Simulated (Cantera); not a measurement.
# Thermodynamics of calcination and drying, feed MgSO4 + H2 + CO2

Charge: 1 mol MgSO4, 8.1 mol H2, 4 mol CO2, held at 13.3 mbar.

These are equilibrium values from Cantera (NASA tables, ideal gas, pure condensed phases), not measurements of a reactor. Candidate condensed phases: C, C6H6, C7H8, C8H18, H2O, H2SO4, Mg, MgCO3, MgO, Mg(OH)2, MgS, MgSO4, S; 130 gas species. Gases not in the tables: S3 to S7. Kinetics and transport are ignored.

```json
[
 {"T (K)": "950", "x H2O": "0.343", "x H2": "0.245", "x CO2": "0.236", "x CO": "0.0940", "x H2S": "0.0814", "x SO2": "7.87e-7", "x S2": "0.000144", "x SO": "8.73e-9", "n MgO(s)": "1.00"},
 {"T (K)": "1025", "x H2O": "0.358", "x H2": "0.231", "x CO2": "0.220", "x CO": "0.109", "x H2S": "0.0797", "x SO2": "7.98e-6", "x S2": "0.000821", "x SO": "1.33e-7", "n MgO(s)": "1.00"},
 {"T (K)": "1100", "x H2O": "0.372", "x H2": "0.221", "x CO2": "0.205", "x CO": "0.123", "x H2S": "0.0744", "x SO2": "5.52e-5", "x S2": "0.00329", "x SO": "1.31e-6", "n MgO(s)": "1.00"},
 {"T (K)": "1175", "x H2O": "0.383", "x H2": "0.217", "x CO2": "0.189", "x CO": "0.137", "x H2S": "0.0629", "x SO2": "0.000255", "x S2": "0.00864", "x SO": "8.33e-6", "n MgO(s)": "1.00"},
 {"T (K)": "1250", "x H2O": "0.393", "x H2": "0.217", "x CO2": "0.174", "x CO": "0.150", "x H2S": "0.0482", "x SO2": "0.000829", "x S2": "0.0154", "x SO": "3.66e-5", "n MgO(s)": "1.00"},
 {"T (K)": "1325", "x H2O": "0.401", "x H2": "0.218", "x CO2": "0.160", "x CO": "0.162", "x H2S": "0.0347", "x SO2": "0.00210", "x S2": "0.0212", "x SO": "0.000122", "n MgO(s)": "1.00"},
 {"T (K)": "1400", "x H2O": "0.405", "x H2": "0.220", "x CO2": "0.147", "x CO": "0.173", "x H2S": "0.0244", "x SO2": "0.00447", "x S2": "0.0247", "x SO": "0.000335", "n MgO(s)": "1.00"},
 {"T (K)": "1475", "x H2O": "0.406", "x H2": "0.222", "x CO2": "0.135", "x CO": "0.183", "x H2S": "0.0170", "x SO2": "0.00824", "x S2": "0.0259", "x SO": "0.000781", "n MgO(s)": "1.000"},
 {"T (K)": "1550", "x H2O": "0.403", "x H2": "0.226", "x CO2": "0.123", "x CO": "0.193", "x H2S": "0.0119", "x SO2": "0.0134", "x S2": "0.0251", "x SO": "0.00159", "n MgO(s)": "1.000"},
 {"T (K)": "1625", "x H2O": "0.397", "x H2": "0.231", "x CO2": "0.112", "x CO": "0.203", "x H2S": "0.00836", "x SO2": "0.0195", "x S2": "0.0227", "x SO": "0.00290", "n MgO(s)": "1.000"},
 {"T (K)": "1700", "x H2O": "0.390", "x H2": "0.237", "x CO2": "0.102", "x CO": "0.212", "x H2S": "0.00589", "x SO2": "0.0260", "x S2": "0.0193", "x SO": "0.00477", "n MgO(s)": "1.000"}
]
```
x: gas mole fraction; n: condensed amount in mol.

From 950 K to 1700 K the condensed part is MgO(s).
